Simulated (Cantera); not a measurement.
Charge: 1 mol PbO, 8.1 mol CO, 0.8 mol H2, equilibrated at 101000 Pa.

Equilibrium computed with Cantera from the NASA thermochemical tables; the gas is ideal and each condensed phase is pure. Candidate condensed phases: C, C6H6, C7H8, C8H18, H2O, Pb, PbO, PbO2, Pb3O4; 113 gas species. Gases not in the tables: (PbO)n polymers. Equilibrium is a limit: real reactors are often held back by kinetics, nucleation or transport.

log p: log10 of the partial pressure in bar; nothing condenses.

```csv
T (K),log p CO,log p Pb,log p CO2,log p H2,log p H2O,log p H
1848,-0.12,-0.99,-1.11,-1.24,-1.62,?
1948,-0.12,-0.99,-1.11,-1.25,-1.60,?
2048,-0.12,-0.99,-1.12,-1.26,-1.58,?
2148,-0.12,-0.99,-1.13,-1.27,-1.56,?
2248,-0.12,-0.99,-1.13,-1.28,-1.55,?
2348,-0.12,-0.99,-1.14,-1.29,-1.54,?
2448,-0.12,-1.00,-1.14,-1.30,-1.54,?
2548,-0.12,-1.00,-1.15,-1.31,-1.54,?
2648,-0.12,-1.00,-1.16,-1.33,-1.54,?
```

Problem. Fill in the missing entries.

Solution. 
- 1848, log p H: -3.89
- 1948, log p H: -3.57
- 2048, log p H: -3.28
- 2148, log p H: -3.01
- 2248, log p H: -2.77
- 2348, log p H: -2.55
- 2448, log p H: -2.35
- 2548, log p H: -2.17
- 2648, log p H: -2.00
